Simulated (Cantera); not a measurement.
Input: 1 mol SO2, 0.59 mol H2, equilibrated at 1650 K and 0.0150 bar.

Method: chemical equilibrium by Gibbs-energy minimisation in Cantera with the NASA 1993 tables (ideal gas, pure condensed phases). Rates play no part.

```
species    before     after
-------  --------  --------
SO2         0.498     0.488
H2O         0.341     0.307
H2         0.0558    0.0825
SO         0.0220    0.0526
S2         0.0756    0.0588
H        0.000175   0.00124
OH        4.84e-5  0.000341
S        0.000445   0.00214
SH        0.00181   0.00345
H2S       0.00352   0.00227
S2O       0.00173   0.00137
```
Gas species are given as mole fractions.

Task: Which change was made?
A. temperature from 1650 K to 1848 K
B. H2 from 0.59 to 0.13 mol
C. pressure from 0.0150 bar to 1 atm
D. temperature from 1650 K to 3500 K

Result: A, temperature from 1650 K to 1848 K
